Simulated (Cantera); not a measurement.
A freely propagating, adiabatic, planar premixed flame of CH3OH : O2 : N2 = 1 : 1.07 : 4.03 (molar parts), equivalence ratio 1.4, unburnt at 500 K and 293 Torr; mixture-averaged transport, grid criteria slope 0.08 and curve 0.16, no radiation.

Detailed kinetics in Cantera: GRI-Mech 3.0 (53 species, 325 reactions). GRI-Mech 3.0 was tuned for natural gas; its chemistry of methanol as a main component is partial and can be far from experiment. Burning velocities carry a grid error of a few per cent, more on coarse grids.

**Question.** How do the results move with these cheaper or finer settings: unity-Lewis-number transport; multicomponent transport; multicomponent+Soret transport; grid criteria slope 0.5, curve 1; grid criteria slope 0.25, curve 0.5; grid criteria slope 0.03, curve 0.06?

**Answer.** 
```
setting                               laminar burning velocity  thermal thickness  peak x(C2H6)  peak x(CH2O)  grid points
------------------------------------  ------------------------  -----------------  ------------  ------------  -----------
as above                                              124 cm/s           0.552 mm       1.34e-6        0.0145          138
unity-Lewis-number transport                         69.5 cm/s           0.891 mm       1.46e-6       0.00809          136
multicomponent transport                              124 cm/s           0.560 mm       1.35e-6        0.0145          138
multicomponent+Soret transport                        122 cm/s           0.559 mm       1.30e-6        0.0145          139
grid criteria slope 0.5, curve 1                      142 cm/s           0.639 mm       1.42e-6        0.0145           39
grid criteria slope 0.25, curve 0.5                   134 cm/s           0.574 mm       1.36e-6        0.0145           66
grid criteria slope 0.03, curve 0.06                  122 cm/s           0.548 mm       1.33e-6        0.0145          322
```
The base run took about 28 core-seconds (a rough figure).
Unity Lewis numbers drop preferential diffusion, which matters most where H2 and H carry the flame; Soret adds thermal diffusion.
